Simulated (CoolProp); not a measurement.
A single-stage vapour-compression cycle with the fluid: evaporating at 215.15 K (dew point), condensing at 257.15 K (bubble point), superheat 10 K, subcooling 2 K, compressor efficiency 0.6, no pressure losses. The same conditions are run with several fluids, on thermodynamics alone (safety and materials aside).

Model: reference Helmholtz-energy equation of state of each fluid (ethylene: Smukala 2000; R125: Lemmon 2005; hydrogen sulfide: Lemmon 2006; isobutane: Bücker 2006; propylene: Lemmon 2013; CH3F (R41): Lemmon 2006), in CoolProp.

Problem. Rank ethylene, R125, hydrogen sulfide, isobutane, propylene, CH3F (R41) by cooling COP, highest first.

Solution. isobutane (2.68), propylene (2.62), R125 (2.56), hydrogen sulfide (2.50), CH3F (R41) (2.43), ethylene (2.19)

| fluid | pressure ratio | discharge temperature (K) | refrigerating effect (kJ/kg) | volumetric capacity (kJ/m³) |
|---|---|---|---|---|
| ethylene | 3.46 | 329.1 | 300 | 4140 |
| R125 | 6.44 | 299.2 | 131 | 521 |
| hydrogen sulfide | 5.51 | 414.1 | 473 | 1000 |
| isobutane | 8.15 | 308.0 | 332 | 109 |
| propylene | 5.70 | 326.4 | 374 | 529 |
| CH3F (R41) | 4.65 | 369.0 | 382 | 2050 |
